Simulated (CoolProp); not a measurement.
A single-stage vapour-compression cycle with the fluid: evaporating at 325.15 K (dew point), condensing at 388.15 K (bubble point), superheat 2 K, subcooling 8 K, compressor efficiency 0.85, no pressure losses. The same conditions are run with several fluids, on thermodynamics alone (safety and materials aside).

Values from CoolProp's reference Helmholtz-energy equation of state of each fluid (n-perfluorohexane: Gao 2022; methanol: de Reuck 1993; R236EA: Rui 2013; n-heptane: Span 2003; ammonia: Gao 2020).

Problem. Rank n-perfluorohexane, methanol, R236EA, n-heptane, ammonia by cooling COP, highest first.

Solution. methanol (3.82), n-heptane (3.37), ammonia (3.08), R236EA (2.61), n-perfluorohexane (1.97)

```json
[
 {"fluid": "n-perfluorohexane", "pressure ratio": "6.02", "discharge temperature (K)": "388.1", "refrigerating effect (kJ/kg)": "25.1", "volumetric capacity (kJ/m³)": "279"},
 {"fluid": "methanol", "pressure ratio": "9.16", "discharge temperature (K)": "478.1", "refrigerating effect (kJ/kg)": "968", "volumetric capacity (kJ/m³)": "719"},
 {"fluid": "R236EA", "pressure ratio": "4.45", "discharge temperature (K)": "388.2", "refrigerating effect (kJ/kg)": "64.7", "volumetric capacity (kJ/m³)": "2000"},
 {"fluid": "n-heptane", "pressure ratio": "7.87", "discharge temperature (K)": "388.2", "refrigerating effect (kJ/kg)": "216", "volumetric capacity (kJ/m³)": "166"},
 {"fluid": "ammonia", "pressure ratio": "3.88", "discharge temperature (K)": "455.7", "refrigerating effect (kJ/kg)": "737", "volumetric capacity (kJ/m³)": "12100"}
]
```

The compression ends wet for: n-perfluorohexane; R236EA; n-heptane.
